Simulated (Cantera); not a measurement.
An isothermal, constant-pressure homogeneous reactor starts with 0.140 % H2, 99.9 % O2, equivalence ratio 0.00070, at 1148 K and 0.0290 bar.

Detailed kinetics in Cantera: the H2/O2 subset of GRI-Mech 3.0, which has no nitrogen chemistry. Radical loss at walls, strong at low pressure, is not modelled.

x: mole fraction; the columns are a selection and need not sum to one.

```csv
t (s),x H2,x O2,x HO2,x OH,x H2O2,x H,x H2O
0.000300,0.00140,0.999,3.01e-10,2.81e-10,<1e-12,3.09e-11,3.27e-11
0.000749,0.00140,0.999,7.54e-10,8.14e-10,<1e-12,4.48e-11,2.39e-10
0.00187,0.00140,0.999,1.89e-9,2.77e-9,<1e-12,9.74e-11,1.86e-9
0.00466,0.00140,0.999,4.88e-9,1.78e-8,1.57e-12,5.09e-10,2.19e-8
0.0116,0.00140,0.999,2.48e-8,8.97e-7,1.24e-11,2.47e-8,1.37e-6
0.0290,0.000196,0.998,8.48e-7,0.000241,3.64e-8,2.14e-5,0.00107
0.0724,8.27e-7,0.998,3.39e-7,8.54e-5,5.54e-9,7.16e-6,0.00135
0.181,5.18e-7,0.998,2.70e-7,6.89e-5,5.13e-9,3.74e-6,0.00136
0.451,2.34e-7,0.998,1.75e-7,4.66e-5,4.20e-9,1.15e-6,0.00137
1.12,7.08e-8,0.999,8.83e-8,2.60e-5,2.57e-9,1.96e-7,0.00139
2.81,…,0.999,…,…,1.00e-9,…,0.00139
7.00,3.43e-9,0.999,1.12e-8,5.89e-6,2.77e-10,2.25e-9,0.00140
```

**Question.** Some entries are withheld; supply them.

**Answer.** 
- 2.81, x H2: 1.63e-8
- 2.81, x HO2: 3.46e-8
- 2.81, x OH: 1.26e-5
- 2.81, x H: 2.24e-8
